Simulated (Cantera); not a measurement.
**Diamond growth**

A diamond (100) surface in a fixed gas of H2 with x(CH4) = 0.0063, x(CH3) = 4.3e-05, at 1100 K, 8.25 Torr; coverages are run to steady state.

Model: the Harris–Goodwin 1993 mechanism for the reconstructed diamond (100) surface, integrated in Cantera.

| x(H) | growth (µm/h) | θ c6HH | θ c6H* | θ c6*H | θ c6** | θ c6HM |
|---|---|---|---|---|---|---|
| 0.0001 | 0.00724 | 0.602 | 0.0231 | 0.366 | 0.00551 | 0.00117 |
| 0.0002 | 0.0138 | 0.561 | 0.0253 | 0.401 | 0.00890 | 0.00137 |
| 0.00041 | 0.0247 | 0.537 | 0.0266 | 0.422 | 0.0123 | 0.00152 |
| 0.00084 | 0.0427 | 0.523 | 0.0272 | 0.432 | 0.0150 | 0.00157 |
| 0.0017 | 0.0721 | 0.516 | 0.0276 | 0.437 | 0.0167 | 0.00150 |
| 0.0035 | 0.119 | 0.513 | 0.0277 | 0.439 | 0.0176 | 0.00130 |
| 0.0071 | 0.179 | 0.512 | 0.0278 | 0.441 | 0.0181 | 0.00101 |
| 0.014 | 0.240 | 0.511 | 0.0279 | 0.442 | 0.0184 | 0.000706 |
| 0.029 | 0.296 | 0.511 | 0.0280 | 0.442 | 0.0186 | 0.000425 |
θ: site fractions in the mechanism's names (c6HH fully hydrogenated, c6H* and c6*H radical sites, c6** diradical, c6HM methylated).
